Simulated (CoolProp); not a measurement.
Water along the isobar 51.3 MPa: density (kg/m³) from the reference equation and from simpler models built on Tc = 373.9 °C, pc = 22.06 MPa, ω = 0.344; each cubic takes its own stable root.

The numbers come from the reference Helmholtz-energy equation of state, Wagner 2002 in CoolProp.

| T (°C) | phase | reference | van der Waals | Redlich-Kwong | Soave-Redlich-Kwong | Peng-Robinson |
|---|---|---|---|---|---|---|
| 252.35 | liquid | 840.6 | 420.1 | 576.4 | 600.8 | 677.5 |
| 259.95 | liquid | 831.4 | 416.6 | 569.2 | 593.0 | 668.6 |
| 267.55 | liquid | 821.9 | 413.0 | 561.8 | 585.0 | 659.4 |
| 275.25 | liquid | 812.0 | 409.4 | 554.2 | 576.6 | 649.8 |
| 282.85 | liquid | 801.9 | 405.7 | 546.6 | 568.1 | 640.0 |
| 290.55 | liquid | 791.4 | 401.9 | 538.7 | 559.2 | 629.8 |
| 298.15 | liquid | 780.6 | 398.1 | 530.7 | 550.1 | 619.3 |
| 305.75 | liquid | 769.5 | (withheld) | 522.6 | 540.8 | 608.4 |
| 313.45 | liquid | 757.8 | 390.3 | 514.2 | 531.0 | 597.0 |
| 321.05 | liquid | 745.9 | 386.3 | (withheld) | 521.0 | 585.3 |
| 328.75 | liquid | 733.3 | 382.1 | 496.9 | 510.6 | 573.1 |
| 336.35 | liquid | 720.4 | 378.0 | 488.1 | 499.9 | 560.5 |
| 343.95 | liquid | 706.9 | 373.7 | 479.0 | 488.8 | (withheld) |
| 351.65 | liquid | 692.6 | 369.3 | 469.6 | 477.2 | 533.7 |

### Question
Some entries are withheld; supply them.

### Answer

- 305.75, van der Waals: 394.3
- 321.05, Redlich-Kwong: 505.7
- 343.95, Peng-Robinson: 547.4
